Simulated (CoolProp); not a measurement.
Decamethyltetrasiloxane (MD2M) along the isotherm 600 K: density (kg/m³) from the reference equation and from simpler models built on Tc = 599.4 K, pc = 11.44 bar, ω = 0.635; each cubic takes its own stable root.

Values from CoolProp's reference Helmholtz-energy equation of state, Thol 2017.

```
p (bar)          phase  reference  ideal gas  Soave-Redlich-Kwong
-------  -------------  ---------  ---------  -------------------
3.58               gas      24.99          …                25.18
7.15               gas      58.87      44.53                59.76
10.7               gas      128.4      66.64                127.1
14.3     supercritical      429.3      89.06                337.7
17.9     supercritical      458.6      111.5                375.5
21.5     supercritical      476.1      133.9                399.7
25       supercritical          …      155.7                417.5
28.6     supercritical      499.2          …                432.5
```

**Question.** Complete the blanks.

**Answer.** 
- 3.58, ideal gas: 22.30
- 25, reference: 488.7
- 28.6, ideal gas: 178.1
